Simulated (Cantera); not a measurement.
An adiabatic, constant-volume homogeneous reactor starts with CO : H2 : CH4 : O2 : N2 : H2O = 1 : 0.049 : 0.093 : 0.355 : 1.34 : 0.14 (molar parts), equivalence ratio 2.0, at 1775 K and 1.00 bar. Integrator tolerance rtol = 1e-08.

Computed with Cantera and GRI-Mech 3.0 (53 species, 325 reactions).

Task: What does this change do: CO 1 to 1.5 parts?

Result: 
```tsv
quantity	before	after
time of steepest temperature rise	53.0 µs	54.3 µs
temperature at 1.00 s	2935 K	2910 K
equilibrium temperature	2935 K	2910 K
x(CO) at 1.00 s	0.253 (gas-phase equilibrium 0.253)	0.346 (gas-phase equilibrium 0.346)
x(H2) at 1.00 s	0.0249 (gas-phase equilibrium 0.0249)	0.0270 (gas-phase equilibrium 0.0270)
x(CH4) at 1.00 s	<1e-12 (gas-phase equilibrium <1e-12)	<1e-12 (gas-phase equilibrium <1e-12)
x(HCN) at 1.00 s	2.59e-8 (gas-phase equilibrium 2.59e-8)	4.58e-8 (gas-phase equilibrium 4.58e-8)
x(C2H2) at 1.00 s	<1e-12 (gas-phase equilibrium <1e-12)	<1e-12 (gas-phase equilibrium <1e-12)
x(NO2) at 1.00 s	1.20e-6 (gas-phase equilibrium 1.20e-6)	5.06e-7 (gas-phase equilibrium 5.06e-7)
x(O) at 1.00 s	0.00702 (gas-phase equilibrium 0.00702)	0.00440 (gas-phase equilibrium 0.00440)
```

Task: What does this change do: H2 0.049 to 0.021 parts?

Result: 
| quantity | before | after |
|---|---|---|
| time of steepest temperature rise | 53.0 µs | 72.6 µs |
| temperature at 1.00 s | 2935 K | 2935 K |
| equilibrium temperature | 2935 K | 2935 K |
| x(CO) at 1.00 s | 0.253 (gas-phase equilibrium 0.253) | 0.252 (gas-phase equilibrium 0.252) |
| x(H2) at 1.00 s | 0.0249 (gas-phase equilibrium 0.0249) | 0.0223 (gas-phase equilibrium 0.0223) |
| x(CH4) at 1.00 s | <1e-12 (gas-phase equilibrium <1e-12) | <1e-12 (gas-phase equilibrium <1e-12) |
| x(HCN) at 1.00 s | 2.59e-8 (gas-phase equilibrium 2.59e-8) | 2.33e-8 (gas-phase equilibrium 2.33e-8) |
| x(C2H2) at 1.00 s | <1e-12 (gas-phase equilibrium <1e-12) | <1e-12 (gas-phase equilibrium <1e-12) |
| x(NO2) at 1.00 s | 1.20e-6 (gas-phase equilibrium 1.20e-6) | 1.33e-6 (gas-phase equilibrium 1.33e-6) |
| x(O) at 1.00 s | 0.00702 (gas-phase equilibrium 0.00702) | 0.00738 (gas-phase equilibrium 0.00738) |
